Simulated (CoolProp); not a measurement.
Vapour-liquid equilibrium of n-hexane (1) + ethylbenzene (2) at 0.00266 MPa; x and y are mole fractions of (1).

Values from CoolProp's multi-fluid Helmholtz-energy mixture model, Thol 2019 and Zhou 2012; pair parameters Bell 2016.

Task: Give the bubble temperature and the first vapour's composition at x = 0.35, 0.575, 0.95. Is there an azeotrope?

Result: x = 0.35: 272.2 K, y = 0.936; x = 0.575: 266.1 K, y = 0.970; x = 0.95: 259.6 K, y = 0.997. No azeotrope shows between x = 0.05 and 0.95.

Pair parameters are fitted to limited data, so mixtures are less certain than the pure fluids.
